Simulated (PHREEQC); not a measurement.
Solution (25 °C): 0.13 mmol/kgw PbCl2, 0.14 mmol/kgw NaCl and 5.7 mmol/kgw Zn(NO3)2. Closed to the air; pH follows from the charge balance.

The numbers come from PHREEQC with the ion-association model, phreeqc.dat.

```yaml
pH: 5.64
ionic_strength: 0.0176 mol/kgw
specific_conductance: 1300 µS/cm
```

```
species  molality  activity   log γ
-------  --------  --------  ------
NO3-       0.0114   0.00992  -0.060
Zn+2      0.00569   0.00341  -0.222
Cl-      0.000395  0.000346  -0.058
Na+      0.000140  0.000123  -0.056
Pb+2     0.000117   6.90e-5  -0.228
PbNO3+    1.15e-5   1.01e-5  -0.057
```

Precipitation was switched off in this run.
